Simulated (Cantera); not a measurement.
Charge: 1 mol Si3N4, 0.47 mol N2O, 16 mol N2, at 0.630 Pa.

Equilibrium computed with Cantera from the NASA thermochemical tables; the gas is ideal and each condensed phase is pure. Candidate condensed phases: Si, SiO2, Si2N2O, Si3N4; 16 gas species. Rates play no part.

### Question
At 1500 K, list the 3 most abundant gas species with their mole fractions, and the condensed phases.

### Answer
N2 0.974, SiO 0.0248, Si 0.00167. Condensed: Si(s).
